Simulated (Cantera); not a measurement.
A closed system holds: 1 mol TiCl4, 1.2 mol H2, 0.6 mol O2, at 1673 K and 5.90 mbar.

Method: chemical equilibrium by Gibbs-energy minimisation in Cantera with the NASA 1993 tables (ideal gas, pure condensed phases). Candidate condensed phases: H2O, Ti, TiCl2, TiCl3, TiCl4, TiO, TiO2, Ti2O3, Ti3O5, Ti4O7; 23 gas species. The tables' values for TiCl2 are old estimates; treat these amounts as uncertain. Equilibrium is a limit: real reactors are often held back by kinetics, nucleation or transport.

Base state: HCl 0.824, TiCl4 0.101, Cl 0.0374, TiCl3 0.0366, TiOCl2 0.000682, H2 0.000650, Cl2 0.000299, H2O 0.000159 (mole fractions); condensed: TiO2(rutile).

What changes in the equilibrium state with this change: pressure from 5.90 mbar to 0.160 bar?


```json
[
 {"species": "HCl", "before": "0.824", "after": "0.848"},
 {"species": "TiCl4", "before": "0.101", "after": "0.134"},
 {"species": "Cl", "before": "0.0374", "after": "0.00831"},
 {"species": "TiCl3", "before": "0.0366", "after": "0.00808"},
 {"species": "TiCl2", "before": "4.91e-5", "after": "1.80e-6"},
 {"species": "H", "before": "3.78e-5", "after": "6.46e-6"},
 {"species": "H2O", "before": "0.000159", "after": "0.000762"},
 {"species": "TiO2(rutile), mol", "before": "0.599", "after": "0.599"}
]
```

What changes in the equilibrium state with this change: H2 from 1.2 to 15 mol?


| species | before | after |
|---|---|---|
| H2 | 0.000650 | 0.784 |
| HCl | 0.824 | 0.202 |
| TiCl3 | 0.0366 | 0.00980 |
| TiCl4 | 0.101 | 0.000191 |
| Cl | 0.0374 | 0.000264 |
| Cl2 | 0.000299 | 1.49e-8 |
| TiOCl2 | 0.000682 | 8.75e-6 |
| TiO2(rutile), mol | 0.599 | 0 |
| Ti2O3(s), mol | 0 | 0.400 |
